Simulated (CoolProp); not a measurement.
Vapour-liquid equilibrium of n-decane (1) + n-dodecane (2) at 0.294 bar; x and y are mole fractions of (1).

Values from CoolProp's multi-fluid Helmholtz-energy mixture model, Lemmon 2006 and Lemmon 2004; pair parameters Bell 2016.

### Question
Give the bubble temperature and the first vapour's composition at x = 0.275, 0.725, 0.8. Is there an azeotrope?

### Answer
x = 0.275: 154.9 °C, y = 0.553; x = 0.725: 138.1 °C, y = 0.904; x = 0.8: 136.1 °C, y = 0.935. No azeotrope shows between x = 0.05 and 0.95.

The pair parameters rest on a limited set of measurements; away from them the model extrapolates.
